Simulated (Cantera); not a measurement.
Mixture: CH₄ : CO : O₂ : N₂ : H₂O = 1 : 0.15 : 2.8 : 10.5 : 0.54 (molar parts), at 19.7 atm, adiabatic and at constant pressure. Ignition delay is the time to a rise of 400 K.

Detailed kinetics in Cantera: GRI-Mech 3.0 (53 species, 325 reactions). The pressure lies above the range GRI-Mech 3.0 was tuned for (to about 10 atm).

What does this change do: CO 0.15 to 0.07 parts?


```csv
quantity,before,after
delay at 1173 K,3.38 ms,3.05 ms
delay at 1223 K,1.77 ms,1.62 ms
delay at 1273 K,0.971 ms,0.904 ms
delay at 1323 K,0.556 ms,0.525 ms
delay at 1373 K,0.329 ms,0.315 ms
delay at 1423 K,0.201 ms,0.194 ms
delay at 1473 K,0.125 ms,0.122 ms
apparent activation energy between 1373 and 1473 K,160 kJ/mol,160 kJ/mol
```
